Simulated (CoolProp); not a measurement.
The numbers come from the reference Helmholtz-energy equation of state, Gao 2020 in CoolProp.

### Question
Give the vapour pressure (bar), enthalpy of vaporisation (kJ/kg), vapour Z of saturated ammonia at 228.9, 233, 241.2 K.

### Answer
| T (K) | p (bar) | enthalpy of vaporisation (kJ/kg) | vapour Z |
|---|---|---|---|
| 228.9 | 0.568 | 1400 | 0.981 |
| 233 | 0.711 | 1390 | 0.978 |
| 241.2 | 1.08 | 1370 | 0.971 |
